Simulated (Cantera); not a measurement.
A closed system holds: 1 mol AlN, 0.19 mol O2, 12 mol N2, held at 88.0 Pa.

Equilibrium computed with Cantera from the NASA thermochemical tables; the gas is ideal and each condensed phase is pure. Candidate condensed phases: Al, AlN, Al2O3; 16 gas species. Rates play no part.

Problem. At 1848 K, list the 3 most abundant gas species with their mole fractions, and the condensed phases.

Solution. N2 0.949, Al 0.0334, Al2O 0.0175. Condensed: Al2O3(s).
